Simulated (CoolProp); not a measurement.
Vapour-liquid equilibrium of n-decane (1) + n-dodecane (2) at 0.0119 bar; x and y are mole fractions of (1).

The numbers come from the multi-fluid Helmholtz-energy mixture model, Lemmon 2006 and Lemmon 2004; pair parameters Bell 2016 in CoolProp.

**Question.** Give the bubble temperature and the first vapour's composition at x = 0.05, 0.2, 0.575. Is there an azeotrope?

**Answer.** x = 0.05: 358.6 K, y = 0.214; x = 0.2: 349.8 K, y = 0.590; x = 0.575: 336.7 K, y = 0.899. No azeotrope shows between x = 0.05 and 0.95.

The pair parameters rest on a limited set of measurements; away from them the model extrapolates.
